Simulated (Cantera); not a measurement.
**Catalytic combustion on Pt**

An isothermal plug-flow reactor at 673 K and 750 Torr (inlet), inlet velocity 0.29 m/s, active area per volume 5600 1/m; feed 2.13 % CO, 11.2 % O2, 80.2 % N2, 6.50 % H2O, equivalence ratio 0.095.

Cantera simulation using Deutschmann's 1995 Pt surface mechanism with GRI-Mech 3.0 gas chemistry; the numbers are that mechanism's predictions, not measurements. Catalytic surfaces can have several steady states; this one follows from the mechanism file's or the stated starting coverage. Mass transfer to the wall is taken as infinitely fast.

| z (m) | x CO | x O2 | x H2O | x CO2 | θ free Pt | θ O* | θ OH* | θ CO* |
|---|---|---|---|---|---|---|---|---|
| 0.00012 | 0.0184 | 0.110 | 0.0651 | 0.00295 | 0.0267 | 0.0137 | 0.00115 | 0.958 |
| 0.00021 | 0.0157 | 0.109 | 0.0652 | 0.00569 | 0.0302 | 0.0173 | 0.00138 | 0.951 |
| 0.00038 | 0.00589 | 0.105 | 0.0655 | 0.0156 | 0.0161 | 0.972 | 0.00757 | 0.00438 |
| 0.00068 | 0.00481 | 0.104 | 0.0655 | 0.0167 | 0.00876 | 0.985 | 0.00562 | 0.00104 |
| 0.0012 | 0.00400 | 0.104 | 0.0655 | 0.0175 | 0.00712 | 0.987 | 0.00508 | 0.000574 |
| 0.0021 | 0.00319 | 0.104 | 0.0656 | 0.0183 | 0.00616 | 0.989 | 0.00473 | 0.000342 |
| 0.0038 | 0.00230 | 0.103 | 0.0656 | 0.0192 | 0.00546 | 0.990 | 0.00445 | 0.000193 |
| 0.0068 | 0.00144 | 0.103 | 0.0656 | 0.0201 | 0.00497 | 0.991 | 0.00425 | 9.98e-5 |
| 0.012 | 0.000716 | 0.102 | 0.0657 | 0.0208 | 0.00465 | 0.991 | 0.00412 | 4.36e-5 |
x: gas mole fraction; θ: surface coverage.
